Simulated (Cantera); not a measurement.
Thermodynamics of boron, boron nitride and boron oxide, feed B₂H₆ + N₂ + H₂

Feed: 1 mol B₂H₆, a varied amount of N₂, 2.1 mol H₂, equilibrated at 1725 K and 140 Pa.

Equilibrium computed with Cantera from the NASA thermochemical tables; the gas is ideal and each condensed phase is pure. Candidate condensed phases: B, BN; 15 gas species. The feed counts by its element totals alone. Mutual solubility and eutectic melting of coexisting phases are not modelled. The tables' values for BH₂ are old estimates; treat these amounts as uncertain. Rates play no part.

From 0.62 mol N₂ to 0.82 mol N₂ the condensed part is B(s) + BN(s). From 1.1 mol N₂ to 7.3 mol N₂ the condensed part is BN(s).

```json
[
 {"n(N₂) (mol)": "0.62", "x H₂": "0.994", "x N₂": "0.000716", "x H": "0.00495", "x BH₂": "7.40e-5", "x BH₃": "5.77e-7", "x B": "4.67e-7", "n B(s)": "0.767", "n BN(s)": "1.23"},
 {"n(N₂) (mol)": "0.82", "x H₂": "0.994", "x N₂": "0.000716", "x H": "0.00495", "x BH₂": "7.40e-5", "x BH₃": "5.77e-7", "x B": "4.67e-7", "n B(s)": "0.367", "n BN(s)": "1.63"},
 {"n(N₂) (mol)": "1.1", "x H₂": "0.976", "x N₂": "0.0192", "x H": "0.00490", "x BH₂": "1.40e-5", "x BH₃": "1.08e-7", "x B": "9.01e-8", "n B(s)": "0", "n BN(s)": "2.00"},
 {"n(N₂) (mol)": "1.4", "x H₂": "0.923", "x N₂": "0.0726", "x H": "0.00477", "x BH₂": "6.82e-6", "x BH₃": "5.12e-8", "x B": "4.63e-8", "n B(s)": "0", "n BN(s)": "2.00"},
 {"n(N₂) (mol)": "1.9", "x H₂": "0.846", "x N₂": "0.150", "x H": "0.00456", "x BH₂": "4.35e-6", "x BH₃": "3.13e-8", "x B": "3.23e-8", "n B(s)": "0", "n BN(s)": "2.00"},
 {"n(N₂) (mol)": "2.4", "x H₂": "0.781", "x N₂": "0.215", "x H": "0.00439", "x BH₂": "3.35e-6", "x BH₃": "2.32e-8", "x B": "2.69e-8", "n B(s)": "0", "n BN(s)": "2.00"},
 {"n(N₂) (mol)": "3.2", "x H₂": "0.695", "x N₂": "0.301", "x H": "0.00414", "x BH₂": "2.52e-6", "x BH₃": "1.64e-8", "x B": "2.28e-8", "n B(s)": "0", "n BN(s)": "2.00"},
 {"n(N₂) (mol)": "4.2", "x H₂": "0.611", "x N₂": "0.385", "x H": "0.00388", "x BH₂": "1.96e-6", "x BH₃": "1.20e-8", "x B": "2.01e-8", "n B(s)": "0", "n BN(s)": "2.00"},
 {"n(N₂) (mol)": "5.6", "x H₂": "0.523", "x N₂": "0.473", "x H": "0.00359", "x BH₂": "1.51e-6", "x BH₃": "8.56e-9", "x B": "1.81e-8", "n B(s)": "0", "n BN(s)": "2.00"},
 {"n(N₂) (mol)": "7.3", "x H₂": "0.445", "x N₂": "0.552", "x H": "0.00331", "x BH₂": "1.19e-6", "x BH₃": "6.22e-9", "x B": "1.68e-8", "n B(s)": "0", "n BN(s)": "2.00"}
]
```
x: gas mole fraction; n: condensed amount in mol.
